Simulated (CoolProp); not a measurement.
Aqueous potassium carbonate as a coolant, at 30 °C, 1 atm.

Model: Melinder's fits for secondary coolants, in CoolProp.

```
mass %  freezing point (°C)  density (kg/m³)  Prandtl number  cp (kJ/(kg K))  viscosity (mPa s)
------  -------------------  ---------------  --------------  --------------  -----------------
4.3                    -1.4             1034            5.69           3.951              0.880
8.6                    -3.0             1074            6.13           3.768              0.987
13                     -4.9             1116            6.70           3.595               1.12
17.4                   -7.2             1159            7.37           3.424               1.29
21.7                  -10.0             1203            8.18           3.259               1.49
26.1                  -13.9             1250            9.24           3.100               1.76
30.5                  -19.3             1299            10.7           2.961               2.12
34.8                  -26.3             1348            12.8           2.849               2.60
39.2                  -35.6             1400            15.8           2.747               3.29
```
